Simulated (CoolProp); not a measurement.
The fluid at 389.95 K and 0.431 MPa (gas) is heated at constant pressure to 459.6 K. The same conditions are run with several fluids, on thermodynamics alone (safety and materials aside).

Model: reference Helmholtz-energy equation of state of each fluid (carbon dioxide: Span 1996; R227EA: Lemmon 2016; ethane: Bücker 2006), in CoolProp.

**Question.** Rank carbon dioxide, R227EA, ethane by heat (kJ/kg), highest first.

**Answer.** ethane (160), R227EA (69.1), carbon dioxide (67.4)

```csv
fluid,final density (kg/m³)
carbon dioxide,4.99
R227EA,19.7
ethane,3.42
```
